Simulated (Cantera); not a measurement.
Feed: 1 mol ZrO2, 0.72 mol H2, at 1325 K and 1.33 mbar.

These are equilibrium values from Cantera (NASA tables, ideal gas, pure condensed phases), not measurements of a reactor. Candidate condensed phases: H2O, Zr, ZrO2; 12 gas species. Equilibrium is a limit: real reactors are often held back by kinetics, nucleation or transport.

Base state: H2 1.000, H 4.48e-5 (mole fractions); condensed: ZrO2(monoclinic).

**Question.** What changes in the equilibrium state with this change: ZrO2 replaced by PbO?

**Answer.** 
| species | before | after |
|---|---|---|
| Pb | 0 | 0.419 |
| H2O | <1e-9 | 0.418 |
| PbO | 0 | 0.162 |
| H2 | 1.000 | 0.000111 |
| O2 | <1e-9 | 0.000190 |
| OH | <1e-9 | 2.59e-5 |
| H | 4.48e-5 | 4.73e-7 |
| ZrO2(monoclinic), mol | 1.00 | 0 |
Gases not in the tables: (PbO)n polymers. Further candidate phases: Pb, PbO, PbO2, Pb3O4.
